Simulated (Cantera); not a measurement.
## Carbon deposition, reforming and gasification: C + NH3 + H2

A closed system holds: 1 mol C, 1.8 mol NH3, 91 mol H2, at 1200 K and 21.0 Pa.

Method: chemical equilibrium by Gibbs-energy minimisation in Cantera with the NASA 1993 tables (ideal gas, pure condensed phases). Candidate condensed phases: C, C6H6, C7H8, C8H18; 92 gas species. The numbers say what is thermodynamically allowed, not how fast it happens.

```json
{
 "x(H2)": "0.990",
 "x(N2)": "0.00951",
 "x(H)": "1.36e-5",
 "x(HCN)": "7.23e-6",
 "x(CH4)": "3.25e-6",
 "n(C(graphite))": "0.999 mol",
 "gas_amount": "94.60 mol"
}
```
